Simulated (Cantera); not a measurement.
Charge: 1 mol C₆H₆, 0.098 mol H₂O, equilibrated at 308 Torr.

Cantera equilibrium calculation (NASA polynomials, part measured and part estimated; ideal gas, pure solids and liquids). Candidate condensed phases: C, C₆H₆, C₇H₈, C₈H₁₈, H₂O; 110 gas species. Rates play no part.

At 1777 °C, list the 6 most abundant gas species with their mole fractions, and the condensed phases.

H₂ 0.965, CO 0.0306, H 0.00348, C₂H₂ (acetylene) 0.00102, CH₄ 0.000142, CH₃ 1.01e-5. Condensed: C(graphite).
